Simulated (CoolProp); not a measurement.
R22 along the isotherm 124.75 °C: density (kg/m³) from the reference equation and from simpler models built on Tc = 96.1 °C, pc = 4990 kPa, ω = 0.221; each cubic takes its own stable root.

Computed with CoolProp (reference Helmholtz-energy equation of state, Kamei 1995).

| p (kPa) | phase | reference | Redlich-Kwong | Soave-Redlich-Kwong |
|---|---|---|---|---|
| 2270 | gas | 68.34 | 68.57 | 68.15 |
| 4540 | gas | 168.3 | 169.8 | 166.0 |
| 6800 | supercritical | 366.7 | 378.3 | 343.5 |
| 9070 | supercritical | 666.4 | 599.0 | 559.0 |
| 11300 | supercritical | 782.4 | 693.7 | 664.2 |
| 13600 | supercritical | 847.7 | 755.8 | 731.9 |
| 15900 | supercritical | 892.4 | 801.8 | 781.3 |
| 18100 | supercritical | 925.3 | 837.2 | 819.0 |
| 20400 | supercritical | 953.4 | 868.4 | 851.8 |
| 22700 | supercritical | 977.1 | 895.2 | 880.0 |
| 25000 | supercritical | 997.8 | 918.7 | 904.7 |
